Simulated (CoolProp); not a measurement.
Vapour-liquid equilibrium of CH2F2 (R32) (1) + R152A (2) at 270.5 K; x and y are mole fractions of (1).

Values from CoolProp's multi-fluid Helmholtz-energy mixture model, Tillner-Roth 1997 and Outcalt 1996; pair parameters Bell 2016.

Q: Give the bubble pressure and the first vapour's composition at x = 0.05, 0.35, 0.85. Is there an azeotrope?

A: x = 0.05: 0.2650 MPa, y = 0.133; x = 0.35: 0.4145 MPa, y = 0.598; x = 0.85: 0.6670 MPa, y = 0.936. No azeotrope shows between x = 0.05 and 0.95.

Pair parameters are fitted to limited data, so mixtures are less certain than the pure fluids.
